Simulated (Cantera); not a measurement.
Feed: 1 mol CH3Cl, 2.9 mol HCl, equilibrated at 600 °C and 133 Pa.

Cantera equilibrium calculation (NASA polynomials, part measured and part estimated; ideal gas, pure solids and liquids). Candidate condensed phases: C, C6H6, C7H8, C8H18; 91 gas species. The numbers say what is thermodynamically allowed, not how fast it happens.

Base state: HCl 0.796, H2 0.204, CH4 2.49e-5 (mole fractions); condensed: C(graphite).

Problem. What changes in the equilibrium state with this change: CH3Cl replaced by CH3F?

Solution. 
```
species            before    after
----------------  -------  -------
HCl                 0.796    0.592
HF                      0    0.204
H2                  0.204    0.204
CH4               2.49e-5  2.49e-5
C(graphite), mol    1.000    1.000
```
